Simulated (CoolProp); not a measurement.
Fluorine at 120.21 K and 0.6 MPa is compressed adiabatically to 4 MPa with isentropic efficiency 0.6. Each further row changes one setting.

Computed with CoolProp (reference Helmholtz-energy equation of state, de Reuck 1990).

```json
[
 {"case": "as stated", "work (kJ/kg)": "102", "final temperature (K)": "254.9", "final density (kg/m³)": "74.3"},
 {"case": "efficiency 1", "work (kJ/kg)": "61.5", "final temperature (K)": "208.7", "final density (kg/m³)": "95.0"},
 {"case": "efficiency 0.65", "work (kJ/kg)": "94.6", "final temperature (K)": "245.8", "final density (kg/m³)": "77.5"}
]
```
